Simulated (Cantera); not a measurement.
# Equilibrium for carbothermic reduction: Ta₂O₅ + CO + H₂

A closed system holds: 1 mol Ta₂O₅, 4.2 mol CO, 7.6 mol H₂, held at 1.00 bar.

Equilibrium computed with Cantera from the NASA thermochemical tables; the gas is ideal and each condensed phase is pure. Candidate condensed phases: C, C₆H₆, C₇H₈, C₈H₁₈, H₂O, Ta, TaC, Ta₂O₅; 113 gas species. Mutual solubility and eutectic melting of coexisting phases are not modelled. TaC: taken at fixed stoichiometry. Condensed phases not in the tables: Ta₂C. Rates play no part.

```json
[
 {"T (°C)": "1125", "x H₂": "0.642", "x CO": "0.355", "x H": "3.79e-6", "x H₂O": "0.00217", "x CH₄": "0.000716", "x CO₂": "0.000554", "x TaO₂": "<1e-12", "n TaC(s)": "0.00673", "n Ta₂O₅(s)": "0.997", "n Ta₂O₅(l)": "0"},
 {"T (°C)": "1200", "x H₂": "0.642", "x CO": "0.355", "x H": "1.01e-5", "x H₂O": "0.00246", "x CH₄": "0.000235", "x CO₂": "0.000549", "x TaO₂": "<1e-12", "n TaC(s)": "0.00934", "n Ta₂O₅(s)": "0.995", "n Ta₂O₅(l)": "0"},
 {"T (°C)": "1275", "x H₂": "0.642", "x CO": "0.355", "x H": "2.47e-5", "x H₂O": "0.00275", "x CH₄": "8.58e-5", "x CO₂": "0.000546", "x TaO₂": "6.48e-12", "n TaC(s)": "0.0108", "n Ta₂O₅(s)": "0.995", "n Ta₂O₅(l)": "0"},
 {"T (°C)": "1350", "x H₂": "0.642", "x CO": "0.355", "x H": "5.54e-5", "x H₂O": "0.00304", "x CH₄": "3.45e-5", "x CO₂": "0.000543", "x TaO₂": "6.69e-11", "n TaC(s)": "0.0120", "n Ta₂O₅(s)": "0.994", "n Ta₂O₅(l)": "0"},
 {"T (°C)": "1425", "x H₂": "0.641", "x CO": "0.355", "x H": "0.000116", "x H₂O": "0.00333", "x CH₄": "1.51e-5", "x CO₂": "0.000540", "x TaO₂": "5.59e-10", "n TaC(s)": "0.0130", "n Ta₂O₅(s)": "0.994", "n Ta₂O₅(l)": "0"},
 {"T (°C)": "1500", "x H₂": "0.641", "x CO": "0.355", "x H": "0.000228", "x H₂O": "0.00361", "x CH₄": "7.12e-6", "x CO₂": "0.000538", "x TaO₂": "3.87e-9", "n TaC(s)": "0.0140", "n Ta₂O₅(s)": "0.993", "n Ta₂O₅(l)": "0"},
 {"T (°C)": "1575", "x H₂": "0.641", "x CO": "0.355", "x H": "0.000424", "x H₂O": "0.00389", "x CH₄": "3.57e-6", "x CO₂": "0.000536", "x TaO₂": "2.28e-8", "n TaC(s)": "0.0149", "n Ta₂O₅(s)": "0.993", "n Ta₂O₅(l)": "0"},
 {"T (°C)": "1650", "x H₂": "0.640", "x CO": "0.354", "x H": "0.000754", "x H₂O": "0.00415", "x CH₄": "1.90e-6", "x CO₂": "0.000535", "x TaO₂": "1.16e-7", "n TaC(s)": "0.0158", "n Ta₂O₅(s)": "0.992", "n Ta₂O₅(l)": "0"},
 {"T (°C)": "1725", "x H₂": "0.640", "x CO": "0.354", "x H": "0.00128", "x H₂O": "0.00441", "x CH₄": "1.06e-6", "x CO₂": "0.000534", "x TaO₂": "5.21e-7", "n TaC(s)": "0.0167", "n Ta₂O₅(s)": "0.992", "n Ta₂O₅(l)": "0"},
 {"T (°C)": "1800", "x H₂": "0.639", "x CO": "0.354", "x H": "0.00210", "x H₂O": "0.00462", "x CH₄": "6.22e-7", "x CO₂": "0.000529", "x TaO₂": "2.04e-6", "n TaC(s)": "0.0174", "n Ta₂O₅(s)": "0", "n Ta₂O₅(l)": "0.991"},
 {"T (°C)": "1875", "x H₂": "0.638", "x CO": "0.354", "x H": "0.00333", "x H₂O": "0.00469", "x CH₄": "3.91e-7", "x CO₂": "0.000510", "x TaO₂": "6.64e-6", "n TaC(s)": "0.0175", "n Ta₂O₅(s)": "0", "n Ta₂O₅(l)": "0.991"},
 {"T (°C)": "1950", "x H₂": "0.636", "x CO": "0.354", "x H": "0.00511", "x H₂O": "0.00474", "x CH₄": "2.54e-7", "x CO₂": "0.000492", "x TaO₂": "1.98e-5", "n TaC(s)": "0.0176", "n Ta₂O₅(s)": "0", "n Ta₂O₅(l)": "0.991"}
]
```
x: gas mole fraction; n: condensed amount in mol.

From 1125 °C to 1725 °C the condensed part is TaC(s) + Ta₂O₅(s). From 1800 °C to 1950 °C the condensed part is TaC(s) + Ta₂O₅(l).
